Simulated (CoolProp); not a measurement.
The fluid at 293.15 K and 2.78 MPa flows at 22 m/s in a round tube of 6 mm bore and 45 µm roughness, fully developed (64/Re and Nu = 3.66 if laminar; Colebrook and Gnielinski if turbulent). The same conditions are run with several fluids, on thermodynamics alone (safety and materials aside).

Model: reference Helmholtz-energy equation of state of each fluid (R236FA: Pan 2012; R143a: Lemmon and Jacobsen 2000; R152A: Outcalt 1996; water: Wagner 2002; propylene: Lemmon 2013), in CoolProp.

Q: Rank R236FA, R143a, R152A, water, propylene by Reynolds number, highest first.

A: R143a (1050000), R152A (684000), propylene (669000), R236FA (574000), water (132000)

```json
[
 {"fluid": "R236FA", "Darcy friction factor": "0.0346", "pressure drop (Pa/m)": "1940000", "heat-transfer coefficient (W/(m² K))": "60700", "mass flow (kg/h)": "3110"},
 {"fluid": "R143a", "Darcy friction factor": "0.0345", "pressure drop (Pa/m)": "1340000", "heat-transfer coefficient (W/(m² K))": "83200", "mass flow (kg/h)": "2160"},
 {"fluid": "R152A", "Darcy friction factor": "0.0346", "pressure drop (Pa/m)": "1280000", "heat-transfer coefficient (W/(m² K))": "81100", "mass flow (kg/h)": "2060"},
 {"fluid": "water", "Darcy friction factor": "0.0350", "pressure drop (Pa/m)": "1410000", "heat-transfer coefficient (W/(m² K))": "124000", "mass flow (kg/h)": "2240"},
 {"fluid": "propylene", "Darcy friction factor": "0.0346", "pressure drop (Pa/m)": "725000", "heat-transfer coefficient (W/(m² K))": "78600", "mass flow (kg/h)": "1160"}
]
```

Transport values come from each fluid's own correlations; those of R236FA, R143a, R152A, propylene are estimates that may be off by 10 % or more.
